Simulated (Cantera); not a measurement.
A perfectly stirred reactor is fed with CO : O₂ : H₂O : N₂ = 0.013 : 0.066 : 0.025 : 1 (molar parts), at 100000 Pa; it is held at 1050 K, and followed from long to short residence time.

Model: GRI-Mech 3.0 (53 species, 325 reactions), integrated in Cantera.

Problem. Predict: x(CO) at τ = 0.420 s; x(O₂) at τ = 0.420 s; x(H₂O) at τ = 0.420 s; x(O) at τ = 0.420 s; x(H) at τ = 0.420 s; x(CO) at τ = 38.0 ms; x(O₂) at τ = 38.0 ms; x(H₂O) at τ = 38.0 ms; x(O) at τ = 38.0 ms; x(H) at τ = 38.0 ms.

Solution. 
```
Item                    Result
---------------------  -------
x(CO) at τ = 0.420 s   0.00211
x(O₂) at τ = 0.420 s    0.0552
x(H₂O) at τ = 0.420 s   0.0227
x(O) at τ = 0.420 s    4.18e-6
x(H) at τ = 0.420 s    2.75e-7
x(CO) at τ = 38.0 ms   0.00691
x(O₂) at τ = 38.0 ms    0.0575
x(H₂O) at τ = 38.0 ms   0.0227
x(O) at τ = 38.0 ms    1.48e-5
x(H) at τ = 38.0 ms    1.42e-6
```
